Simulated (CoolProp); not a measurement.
Vapour-liquid equilibrium of methanol (1) + benzene (2) at 1290 kPa; x and y are mole fractions of (1).

Computed with CoolProp (multi-fluid Helmholtz-energy mixture model, de Reuck 1993 and Thol 2012; pair parameters Bell 2016).

```csv
x,"bubble temperature, mixture model (K)","bubble temperature, Raoult's law (K)","y, mixture model","y, Raoult's law"
0.05,452.5,461.6,0.204,0.125
0.2,432.8,450.2,0.473,0.396
0.35,425.7,441.8,0.577,0.579
0.5,422.3,435.2,0.644,0.714
0.65,420.3,429.7,0.714,0.820
0.8,419.3,425.1,0.809,0.906
0.95,419.6,421.2,0.945,0.978
```

The largest gap from Raoult's law is -17.4 K in bubble temperature, at x = 0.2. y crosses x between x = 0.8 and 0.95: the model has an azeotrope there.

The pair parameters rest on a limited set of measurements; away from them the model extrapolates.
